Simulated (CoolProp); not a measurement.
Vapour-liquid equilibrium of carbon dioxide (1) + CH2F2 (R32) (2) at 247.7 K; x and y are mole fractions of (1).

The numbers come from the multi-fluid Helmholtz-energy mixture model, Span 1996 and Tillner-Roth 1997; pair parameters Bell 2016 in CoolProp.

| x | bubble pressure (kPa) | y at the bubble point | dew pressure at overall composition x (kPa) | liquid density (mol/L) |
|---|---|---|---|---|
| 0.05 | 394.7 | 0.195 | 343.5 | 21.94 |
| 0.15 | 528.2 | 0.445 | 377.4 | 22.11 |
| 0.25 | 662.0 | 0.597 | 418.2 | 22.30 |
| 0.35 | 795.0 | 0.699 | 468.6 | 22.50 |
| 0.45 | 926.7 | 0.773 | 532.1 | 22.71 |
| 0.55 | 1057 | 0.830 | 614.6 | 22.92 |
| 0.65 | 1187 | 0.877 | 725.6 | 23.15 |
| 0.75 | 1317 | 0.916 | 881.4 | 23.38 |
| 0.85 | 1450 | 0.951 | 1109 | 23.62 |
| 0.95 | 1587 | 0.984 | 1444 | 23.87 |

No azeotrope shows between x = 0.05 and 0.95.

Pair parameters are fitted to limited data, so mixtures are less certain than the pure fluids.
